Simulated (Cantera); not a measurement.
Mixture: C3H8 : O2 : N2 = 1 : 4.17 : 15.7 (molar parts), at 750 Torr, adiabatic and at constant volume. Ignition delay is the time to a rise of 400 K.

Detailed kinetics in Cantera: GRI-Mech 3.0 (53 species, 325 reactions). GRI-Mech 3.0 was tuned for natural gas; its chemistry of propane as a main component is partial and can be far from experiment.

Question: At T0 = 1250 K, what is the delay, and which 5 reactions control it most (d ln τ / d ln k, from doubling and halving each rate constant)?

Answer: The delay is 2.21 ms.
```json
[
 {"reaction": "C2H5 + CH3 (+M) <=> C3H8 (+M)", "d ln τ / d ln k": "-0.63", "faster rate": "shortens it"},
 {"reaction": "2 CH3 (+M) <=> C2H6 (+M)", "d ln τ / d ln k": "0.29", "faster rate": "lengthens it"},
 {"reaction": "C3H8 + H <=> C3H7 + H2", "d ln τ / d ln k": "0.27", "faster rate": "lengthens it"},
 {"reaction": "CH3 + HO2 <=> CH3O + OH", "d ln τ / d ln k": "-0.24", "faster rate": "shortens it"},
 {"reaction": "C3H8 + OH <=> C3H7 + H2O", "d ln τ / d ln k": "0.23", "faster rate": "lengthens it"}
]
```
